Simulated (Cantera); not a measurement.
An isothermal, constant-pressure homogeneous reactor starts with NO : N2 = 1 : 0.18 (molar parts), at 2048 K and 0.0110 bar. Integrator tolerance rtol = 1e-08.

Detailed kinetics in Cantera: GRI-Mech 3.0 (53 species, 325 reactions). Radical loss at walls, strong at low pressure, is not modelled.

| quantity | before | after |
|---|---|---|
| x(NO) at 40.0 s | 0.0149 (gas-phase equilibrium 0.0104) | 0.0105 (gas-phase equilibrium 0.0105) |
| x(O2) at 40.0 s | 0.412 (gas-phase equilibrium 0.414) | 0.418 (gas-phase equilibrium 0.418) |
| x(N2O) at 40.0 s | 7.02e-8 (gas-phase equilibrium 5.22e-8) | 5.01e-7 (gas-phase equilibrium 5.01e-7) |
| x(O) at 40.0 s | 0.00590 (gas-phase equilibrium 0.00592) | 0.000624 (gas-phase equilibrium 0.000624) |
| x(N2) at 40.0 s | 0.567 (gas-phase equilibrium 0.569) | 0.571 (gas-phase equilibrium 0.571) |
| x(NO2) at 40.0 s | 3.49e-6 (gas-phase equilibrium 2.45e-6) | 2.36e-5 (gas-phase equilibrium 2.36e-5) |

Question: What was changed between the two runs?
A) pressure from 0.0110 bar to 0.0267 bar
B) pressure from 0.0110 bar to 1.00 bar
C) pressure from 0.0110 bar to 0.0440 bar
D) pressure from 0.0110 bar to 0.170 bar

Answer: B, pressure from 0.0110 bar to 1.00 bar
